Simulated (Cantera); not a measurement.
A perfectly stirred reactor is fed with 2.14 % H2, 97.9 % O2, equivalence ratio 0.011, at 2670 Pa; it is held at 1125 K, and followed from long to short residence time.

Computed with Cantera and GRI-Mech 3.0 (53 species, 325 reactions). Radical loss at walls, strong at low pressure, is not modelled.

Predict: x(H2) at τ = 10.0 s; x(O2) at τ = 10.0 s; x(O) at τ = 10.0 s; x(HO2) at τ = 10.0 s; x(H) at τ = 10.0 s; x(H2) at τ = 26.0 ms; x(O2) at τ = 26.0 ms; x(O) at τ = 26.0 ms; x(HO2) at τ = 26.0 ms; x(H) at τ = 26.0 ms.


- x(H2) at τ = 10.0 s: 2.40e-5
- x(O2) at τ = 10.0 s: 0.978
- x(O) at τ = 10.0 s: 0.000198
- x(HO2) at τ = 10.0 s: 5.24e-7
- x(H) at τ = 10.0 s: 2.94e-6
- x(H2) at τ = 26.0 ms: 0.000739
- x(O2) at τ = 26.0 ms: 0.971
- x(O) at τ = 26.0 ms: 0.00612
- x(HO2) at τ = 26.0 ms: 4.15e-6
- x(H) at τ = 26.0 ms: 0.000707
